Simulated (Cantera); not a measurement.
An isothermal, constant-pressure homogeneous reactor starts with 72.5 % N₂O, 27.5 % N₂, at 1125 K and 0.523 atm.

Model: GRI-Mech 3.0 (53 species, 325 reactions), integrated in Cantera. GRI-Mech 3.0 was tuned for natural gas; its chemistry of N2O as a main component is partial and can be far from experiment. The mechanism lacks the step 2 NO + O2 → 2 NO2, which can matter for NO2 below about 1400 K. The temperature is held fixed by assumption; the heat of reaction is taken as removed at once.

One state of this run: x N₂O = 0.0997; x NO = 0.0300; x N₂ = 0.656; x O₂ = 0.214; x O = 2.04e-7; x NO₂ = 0.000213. x: mole fraction; the columns are a selection and need not sum to one.

Q: Which value of t (s) does it belong to?
A) 0.00414
B) 8.00e-5
C) 80.0
D) 29.8

A: D, 29.8
